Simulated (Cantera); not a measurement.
An isothermal, constant-pressure homogeneous reactor starts with CH4 : CO2 : H2 = 1 : 0.66 : 0.72 (molar parts), at 1875 K and 20.0 bar.

Computed with Cantera and GRI-Mech 3.0 (53 species, 325 reactions). The pressure lies above the range GRI-Mech 3.0 was tuned for (to about 10 atm).

x: mole fraction; the columns are a selection and need not sum to one.

```
t (s)      x CH4    x CO2   x H2    x CH2    x HCO     x H2O      x CO
--------  ------  -------  -----  -------  -------  --------  --------
1.00e-6    0.418    0.277  0.303  1.44e-7  1.88e-9  0.000137  0.000139
5.34e-6    0.412    0.275  0.306  2.86e-7  2.10e-8   0.00137   0.00141
2.85e-5    0.378    0.263  0.323  3.12e-7  3.21e-8   0.00910   0.00948
0.000152   0.262    0.201  0.383  2.40e-7  5.32e-8    0.0471    0.0490
0.000811       …        …  0.413        …        …     0.148         …
0.00433   0.0644   0.0180  0.446  1.46e-7  2.16e-7     0.147     0.223
0.0231    0.0584  0.00953  0.517  7.76e-8  2.93e-7    0.0706     0.285
0.123     0.0466  0.00170  0.579  4.34e-8  3.60e-7    0.0121     0.332
0.658     0.0429  1.54e-5  0.592  3.76e-8  3.75e-7  0.000109     0.342
3.51      0.0429  1.08e-5  0.592  3.76e-8  3.75e-7   7.67e-5     0.342
18.7      0.0429  1.08e-5  0.592  3.76e-8  3.75e-7   7.67e-5     0.342
100       0.0429  1.08e-5  0.592  3.76e-8  3.75e-7   7.67e-5     0.342
```

Task: What belongs in the gaps?

Result: 
- 0.000811, x CH4: 0.107
- 0.000811, x CO2: 0.0630
- 0.000811, x CH2: 1.94e-7
- 0.000811, x HCO: 1.47e-7
- 0.000811, x CO: 0.160
